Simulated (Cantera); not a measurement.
Stirred combustor or abatement burner

A perfectly stirred reactor is fed with 13.8 % H2, 14.3 % O2, 54.0 % N2, 17.9 % H2O, equivalence ratio 0.48, at 608 Torr; it is adiabatic with a 675 K inlet, and is followed from long to short residence time, starting on the burning branch (τ in s: 0.14, 0.043, 0.013, 0.004, 0.0012, 0.00038, 0.00012, 3.5e-05, 1.1e-05, 3.3e-06).

Cantera simulation using GRI-Mech 3.0 (53 species, 325 reactions); the numbers are that mechanism's predictions, not measurements.

| τ (s) | T (K) | x H2 | x O2 | x H2O | x NO2 | x OH |
|---|---|---|---|---|---|---|
| 0.14 | 1653 | 0.000175 | 0.0796 | 0.339 | 5.87e-9 | 0.00110 |
| 0.043 | 1649 | 0.000379 | 0.0795 | 0.339 | 5.54e-9 | 0.00160 |
| 0.013 | 1642 | 0.000832 | 0.0795 | 0.338 | 4.07e-9 | 0.00234 |
| 0.0040 | 1627 | 0.00179 | 0.0795 | 0.336 | 2.62e-9 | 0.00332 |
| 0.0012 | 1598 | 0.00381 | 0.0798 | 0.332 | 1.87e-9 | 0.00455 |
| 0.00038 | 1545 | 0.00755 | 0.0809 | 0.325 | 1.55e-9 | 0.00561 |
| 0.00012 | 1451 | 0.0148 | 0.0841 | 0.314 | 1.13e-9 | 0.00584 |
| 3.5e-5 | 675 | 0.138 | 0.143 | 0.179 | <1e-12 | <1e-12 |
| 1.1e-5 | 675 | 0.138 | 0.143 | 0.179 | <1e-12 | <1e-12 |
| 3.3e-6 | 675 | 0.138 | 0.143 | 0.179 | <1e-12 | <1e-12 |
x: mole fraction; the columns are a selection and need not sum to one.
